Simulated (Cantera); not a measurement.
A closed system holds: 1 mol CH4, 0.91 mol NH3, 29 mol N2, equilibrated at 52.0 Pa.

Equilibrium computed with Cantera from the NASA thermochemical tables; the gas is ideal and each condensed phase is pure. Candidate condensed phases: C, C6H6, C7H8, C8H18; 92 gas species. Kinetics and transport are ignored. All values below are at 1598 K.

Base state: N2 0.897, H2 0.102, H 0.000745, HCN 0.000611, HNC 1.39e-5 (mole fractions); condensed: C(graphite).

### Question
What changes in the equilibrium state with this change: CH4 replaced by CO?

### Answer
| species | before | after |
|---|---|---|
| N2 | 0.897 | 0.925 |
| H2 | 0.102 | 0.0426 |
| CO | 0 | 0.0314 |
| HNC | 1.39e-5 | 1.25e-8 |
| HCN | 0.000611 | 5.49e-7 |
| H | 0.000745 | 0.000482 |
| C(graphite), mol | 0.979 | 0 |
Further candidate phases: H2O.
